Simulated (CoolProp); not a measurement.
Dodecamethylpentasiloxane (MD3M) along the isotherm 376.8 K: density (kg/m³) from the reference equation and from simpler models built on Tc = 628.0 K, pc = 0.9540 MPa, ω = 0.730; each cubic takes its own stable root.

Computed with CoolProp (reference Helmholtz-energy equation of state, Thol 2019).

```tsv
p (MPa)	phase	reference
0.0151	liquid	793.2
0.0343	liquid	793.2
0.0781	liquid	793.3
0.178	liquid	793.6
0.405	liquid	794.1
0.921	liquid	795.2
2.1	liquid	797.8
4.77	liquid	803.4
```

### Question
How far does each simpler model (Redlich-Kwong, Peng-Robinson) lie from the reference over these 8 states: mean and median of the absolute difference, and the worst?

### Answer
- Redlich-Kwong: mean 28.9 %, median 19.4 %, worst -99.8 % at 376.8 K and 0.0151 MPa
- Peng-Robinson: mean 1.6 %, median 1.7 %, worst -1.7 % at 376.8 K and 0.0151 MPa

At some of these states Redlich-Kwong gives the other phase, because its saturation line lies elsewhere.
